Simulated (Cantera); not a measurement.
(CH₃)₂SiCl₂ + HCl + H₂ (silicon carbide growth)

Charge: 1 mol (CH₃)₂SiCl₂, 0.13 mol HCl, a varied amount of H₂, held at 2500 K and 13.0 mbar.

Equilibrium computed with Cantera from the NASA thermochemical tables; the gas is ideal and each condensed phase is pure. Candidate condensed phases: C, C₆H₆, C₇H₈, C₈H₁₈, Si, SiC; 109 gas species. The feed counts by its element totals alone. The tables' values for SiCl are old estimates; treat these amounts as uncertain. Gases not in the tables: Si₂H₆ and higher silanes. The numbers say what is thermodynamically allowed, not how fast it happens.

From 130 mol H₂ to 1500 mol H₂ nothing is condensed. The main Si-bearing gas is Si throughout.

| n(H₂) (mol) | x H₂ | x H | x HCl | x C₂H₂ (acetylene) | x Si | x Cl | x SiC₂ | x SiH |
|---|---|---|---|---|---|---|---|---|
| 130 | 0.779 | 0.195 | 0.0120 | 0.00554 | 0.00546 | 0.00213 | 0.000931 | 0.000145 |
| 170 | 0.784 | 0.195 | 0.00930 | 0.00441 | 0.00436 | 0.00164 | 0.000588 | 0.000116 |
| 230 | 0.789 | 0.196 | 0.00693 | 0.00338 | 0.00335 | 0.00122 | 0.000345 | 8.97e-5 |
| 300 | 0.792 | 0.196 | 0.00535 | 0.00266 | 0.00264 | 0.000937 | 0.000213 | 7.08e-5 |
| 390 | 0.794 | 0.197 | 0.00413 | 0.00209 | 0.00208 | 0.000722 | 0.000131 | 5.58e-5 |
| 510 | 0.796 | 0.197 | 0.00317 | 0.00163 | 0.00162 | 0.000554 | 7.92e-5 | 4.34e-5 |
| 670 | 0.798 | 0.197 | 0.00242 | 0.00125 | 0.00125 | 0.000422 | 4.70e-5 | 3.36e-5 |
| 880 | 0.799 | 0.197 | 0.00185 | 0.000965 | 0.000960 | 0.000322 | 2.78e-5 | 2.59e-5 |
| 1200 | 0.800 | 0.197 | 0.00136 | 0.000714 | 0.000711 | 0.000236 | 1.52e-5 | 1.91e-5 |
| 1500 | 0.800 | 0.197 | 0.00109 | 0.000574 | 0.000572 | 0.000189 | 9.82e-6 | 1.54e-5 |
x: gas mole fraction; nothing condenses.
